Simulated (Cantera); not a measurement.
A Cantera script and what it prints.

```python
import numpy as np
import cantera as ct

gas_names = """
    F FO FO2 F2 F2O H HF HNO HNO2 HNO3 HOF HO2 H2 H2F2 H2O H2O2 H3F3 H4F4 H5F5 H6F6 H7F7 N NF NF2 NF3 NH
    NH2 NH3 NH2OH NO NO2 NO3 N2 N2H2 N2H4 N2O O OH O2 O3 Si SiF SiF2 SiF3 SiF4 SiH SiHF3 SiH2 SiH2F2
    SiH3 SiH3F SiH4 SiN SiO SiO2 Si2 Si2N Si3
""".split()
cond_names = """
    H2O(s) H2O(L) Si(cr) Si(L) SiO2(Lqz) SiO2(hqz) SiO2(L) Si2N2O(s) Si3N4(a)
""".split()


def load(file, names, dense=False):
    # The tables refer to 1 bar. Condensed volumes are neglected.
    table = {s.name: s for s in ct.Species.list_from_file(file)}
    out = []
    for n in names:
        d = dict(table[n].input_data)
        d["thermo"] = dict(d["thermo"], **{"reference-pressure": 1e5})
        if dense:
            d["equation-of-state"] = {"model": "constant-volume", "density": "1e6 g/cm^3"}
        out.append(ct.Species.from_dict(d))
    return out


gas = ct.Solution(thermo="ideal-gas", species=load("nasa_gas.yaml", gas_names))
cond = {s.name: ct.Solution(thermo="fixed-stoichiometry", species=[s], name=s.name)
        for s in load("nasa_condensed.yaml", cond_names, dense=True)}
atoms = {
    'SiF4': {'Si': 1, 'F': 4},
    'N2O': {'N': 2, 'O': 1},
    'H2': {'H': 2},
    'O2': {'O': 2},
}
top_T = {'Si2N2O(s)': 2100, 'Si3N4(a)': 2400}  # K; cautious upper limits of use, not melting points


def equilibrate(T, P, feed):
    n = {}
    for name, mol in feed.items():
        for a, k in atoms[name].items():
            n[a] = n.get(a, 0.0) + k * mol
    gas.TPX = T, P, n
    mass = sum(n.values()) * gas.mean_molecular_weight
    gas.equilibrate("TP")
    valid = [c for c in cond.values() if c.min_temp <= T <= top_T.get(c.name, c.max_temp)]
    mix = ct.Mixture([(gas, mass / gas.mean_molecular_weight)] + [(c, 0.0) for c in valid])
    mix.T, mix.P = T, P
    mix.equilibrate("TP", solver="vcs", rtol=1e-11, max_steps=5000)
    return mix


results = []
feed = {'SiF4': 1, 'N2O': 4.7, 'H2': 32, 'O2': 1.3}  # mol
P = 10000  # Pa
for T in [775, 875, 975, 1075, 1175, 1275, 1375, 1475, 1575, 1675, 1775, 1875, 1975, 2075]:
    mix = equilibrate(T, P, feed)
    results.append((T, P, feed, dict(zip(mix.species_names, mix.species_moles))))

top = {s: max(r[3][s] / sum(r[3][g] for g in gas_names) for r in results) for s in gas_names}
cols = sorted((s for s in top if top[s] > 1e-06), key=lambda s: -top[s])[:7]
seen = [c for c in cond_names if any(r[3].get(c, 0) > 1e-12 for r in results)]
print("log10 of partial pressures in bar; condensed amounts in mol")
print(f"{'T/K':>10s}" + "".join(f"{s[:9]:>10s}" for s in cols + seen))
for T, P, feed, n in results:
    ng = sum(n[g] for g in gas_names)
    print(f"{T:10.4g}" + "".join(f"{np.log10(max(n[s] / ng * P / 1e5, 1e-99)):10.3f}" for s in cols)
          + "".join(f"{n.get(c, 0):10.4g}" for c in seen))
```

Output:

```
log10 of partial pressures in bar; condensed amounts in mol
       T/K        H2       H2O        N2        HF      SiF4       SiO         H SiO2(Lqz) SiO2(hqz)   SiO2(L)
       775    -1.190    -1.796    -1.911    -2.211    -2.969   -26.108   -12.599    0.5892         0         0
       875    -1.193    -1.827    -1.913    -2.090    -3.245   -21.791   -10.896         0    0.7812         0
       975    -1.194    -1.847    -1.915    -2.028    -3.612   -18.381    -9.539         0    0.9056         0
      1075    -1.195    -1.857    -1.915    -2.001    -4.026   -15.624    -8.431         0    0.9636         0
      1175    -1.195    -1.861    -1.915    -1.992    -4.429   -13.348    -7.509         0    0.9856         0
      1275    -1.195    -1.862    -1.916    -1.988    -4.792   -11.439    -6.730         0    0.9937         0
      1375    -1.195    -1.863    -1.916    -1.987    -5.110    -9.815    -6.063         0     0.997         0
      1475    -1.195    -1.863    -1.916    -1.986    -5.390    -8.417    -5.485         0    0.9984         0
      1575    -1.195    -1.863    -1.916    -1.986    -5.635    -7.202    -4.979         0    0.9991         0
      1675    -1.195    -1.863    -1.916    -1.986    -5.853    -6.136    -4.533         0    0.9991         0
      1775    -1.195    -1.863    -1.916    -1.986    -6.058    -5.206    -4.136         0         0    0.9972
      1875    -1.196    -1.863    -1.916    -1.986    -6.249    -4.384    -3.782         0         0    0.9836
      1975    -1.199    -1.858    -1.917    -1.987    -6.433    -3.655    -3.464         0         0    0.9137
      2075    -1.209    -1.840    -1.921    -1.991    -6.641    -3.023    -3.179         0         0    0.6273
```

Cantera equilibrium calculation (NASA polynomials, part measured and part estimated; ideal gas, pure solids and liquids). The tables hold silica as quartz up to 1696 K and as liquid above; real silica turns to tridymite and cristobalite and melts near 1996 K. Gases not in the tables: Si(OH)4.
